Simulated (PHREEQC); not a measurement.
0.051 g of hydrous ferric oxide (600 m²/g; 0.2 weak and 0.005 strong sites per Fe, Dzombak-Morel constants, diffuse double layer) in 1 kg of water with 0.01 mol/kgw of an inert sodium salt, at 25 °C; the pH is set by adding NaOH or the inert anion's acid. O2 is buffered at 0.21 atm. No CO2 enters from the air. Precipitation was switched off in this run.

All values are PHREEQC results (ion-association model, wateq4f.dat), not measurements.

```csv
pH,surface charge σ (C/m²),surface potential ψ (mV)
3,0.324,203
3.5,0.275,…
4.5,0.160,170
5,0.113,152
6,0.049,…
6.5,0.030,86
7.5,…,34
8,0.001,6
9,…,-49
9.5,-0.024,-75
10.5,-0.064,…
11,-0.099,-143
```

Problem. Some entries are withheld; supply them.

Solution. 
- 3.5, surface potential ψ (mV): 197
- 6, surface potential ψ (mV): 110
- 7.5, surface charge σ (C/m²): 0.008
- 9, surface charge σ (C/m²): -0.013
- 10.5, surface potential ψ (mV): -123

Species that the database lacks are ignored. The oxide is taken as insoluble; below pH 4 it would dissolve.
